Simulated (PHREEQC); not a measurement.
Solution (15 °C): 1.2 mmol/kgw NaHSO4, 0.04 mmol/kgw NaOH and 13 mmol/kgw NaCl. Closed to the air; pH follows from the charge balance.

All values are PHREEQC results (ion-association model, wateq4f.dat), not measurements.

Precipitation was switched off in this run.

### Question
What pH does the model give?

### Answer
pH 3.00.

### Question
In which forms is S present?

### Answer
SO4-2 91 %, HSO4- 4.9 %, NaSO4- 3.7 % of the S.
